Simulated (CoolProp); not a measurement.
Vapour-liquid equilibrium of R125 (1) + R236FA (2) at 1.64 bar; x and y are mole fractions of (1).

Computed with CoolProp (multi-fluid Helmholtz-energy mixture model, Lemmon 2005 and Pan 2012; pair parameters Bell 2016).

Q: Give the bubble temperature and the first vapour's composition at x = 0.05, 0.35, 0.425. Is there an azeotrope?

A: x = 0.05: 5.4 °C, y = 0.215; x = 0.35: -16.6 °C, y = 0.781; x = 0.425: -20.2 °C, y = 0.836. No azeotrope shows between x = 0.05 and 0.95.

Pair parameters are fitted to limited data, so mixtures are less certain than the pure fluids.
